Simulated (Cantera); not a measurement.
Input (Python, Cantera):

```python
import numpy as np
import cantera as ct

gas = ct.Solution("gri30.yaml")
gas.TPX = 1325, 101325, {'N2O': 1, 'N2': 12}
inlet = ct.Reservoir(gas, clone=True)

reactor = ct.IdealGasConstPressureReactor(gas, energy="off", clone=False)
exhaust = ct.Reservoir(gas, clone=True)
tau = [1.5, 0.47, 0.15, 0.045, 0.014, 0.0042, 0.0013, 0.0004, 0.00012][0]
for a, b in ((inlet, reactor), (reactor, exhaust)):
    ct.MassFlowController(a, b, mdot=lambda t: reactor.mass / tau)
net = ct.ReactorNet([reactor])
show = ['N2O', 'O2', 'NO2', 'NO', 'N2']

rows = []
print(f"{'tau/s':>10s}{'T/K':>9s}" + "".join(f"{s:>11s}" for s in show))
for tau in [1.5, 0.47, 0.15, 0.045, 0.014, 0.0042, 0.0013, 0.0004, 0.00012]:
    net.initial_time = 0.0
    net.advance(30 * tau)
    before = gas.X
    net.advance(40 * tau)
    drift = np.max(np.abs(gas.X - before) / (gas.X + 1e-9))
    rows.append([gas.T, *gas[show].X, drift])
    print(f"{tau:10.3e}{gas.T:9.1f}" + "".join(f"{x:11.3e}" for x in gas[show].X))
```

Result:

```
     tau/s      T/K        N2O         O2        NO2         NO         N2
 1.500e+00   1325.0  1.171e-02  2.839e-02  5.199e-05  5.910e-03  9.539e-01
 4.700e-01   1325.0  2.581e-02  2.159e-02  5.237e-05  5.943e-03  9.466e-01
 1.500e-01   1325.0  4.517e-02  1.310e-02  3.752e-05  4.298e-03  9.374e-01
 4.500e-02   1325.0  6.277e-02  5.756e-03  1.744e-05  2.073e-03  9.294e-01
 1.400e-02   1325.0  7.175e-02  2.089e-03  5.872e-06  7.799e-04  9.254e-01
 4.200e-03   1325.0  7.529e-02  6.574e-04  1.377e-06  2.488e-04  9.238e-01
 1.300e-03   1325.0  7.641e-02  2.017e-04  2.266e-07  7.674e-05  9.233e-01
 4.000e-04   1325.0  7.677e-02  5.747e-05  2.408e-08  2.192e-05  9.231e-01
 1.200e-04   1325.0  7.688e-02  1.365e-05  1.497e-09  5.210e-06  9.231e-01
```

Model: GRI-Mech 3.0 (53 species, 325 reactions), integrated in Cantera. GRI-Mech 3.0 was tuned for natural gas; its chemistry of N2O as a main component is partial and can be far from experiment. The mechanism lacks 2 NO + O2 → 2 NO2 and HONO, so NO2 and the effect of NO are under-described below about 1400 K.
